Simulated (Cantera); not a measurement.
A closed system holds: 1 mol B, 40 mol N2, 8.1 mol H2, held at 1375 K and 1.20 mbar.

Method: chemical equilibrium by Gibbs-energy minimisation in Cantera with the NASA 1993 tables (ideal gas, pure condensed phases). Candidate condensed phases: B, BN; 15 gas species. N2 is the only nitrogen source here; it is nearly inert below about 1500 K, so the nitride shown seldom forms there in practice. Rates play no part.

Problem. What is the equilibrium state?

Solution. 
| Property | Value |
|---|---|
| x(N2) | 0.830 |
| x(H2) | 0.170 |
| x(H) | 4.08e-5 |
| n(BN(s)) | 1.00 mol |
| gas amount | 47.60 mol |
| log10 activity of B(s) (absent) | -3.42 |
